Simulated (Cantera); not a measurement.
A closed system holds: 1 mol Al2O3, 0.16 mol Br2, 0.14 mol O2, at 1025 K and 100 Torr.

These are equilibrium values from Cantera (NASA tables, ideal gas, pure condensed phases), not measurements of a reactor. Candidate condensed phases: Al, AlBr3, Al2O3, Br2; 14 gas species. Equilibrium is a limit: real reactors are often held back by kinetics, nucleation or transport.

Base state: Br2 0.522, O2 0.463, Br 0.0151 (mole fractions); condensed: Al2O3(s).

**Question.** What changes in the equilibrium state with this change: temperature from 1025 K to 873.15 K?

**Answer.** 
| species | before | after |
|---|---|---|
| Br2 | 0.522 | 0.532 |
| O2 | 0.463 | 0.466 |
| Br | 0.0151 | 0.00207 |
| Al2O3(s), mol | 1.00 | 1.00 |

**Question.** What changes in the equilibrium state with this change: temperature from 1025 K to 1573 K?

**Answer.** 
```tsv
species	before	after
Br	0.0151	0.481
O2	0.463	0.354
Br2	0.522	0.164
O	<1e-9	1.70e-5
Al2O3(s), mol	1.00	1.00
```

**Question.** What changes in the equilibrium state with this change: pressure from 100 Torr to 443 Torr?

**Answer.** 
| species | before | after |
|---|---|---|
| Br2 | 0.522 | 0.528 |
| O2 | 0.463 | 0.465 |
| Br | 0.0151 | 0.00723 |
| Al2O3(s), mol | 1.00 | 1.00 |
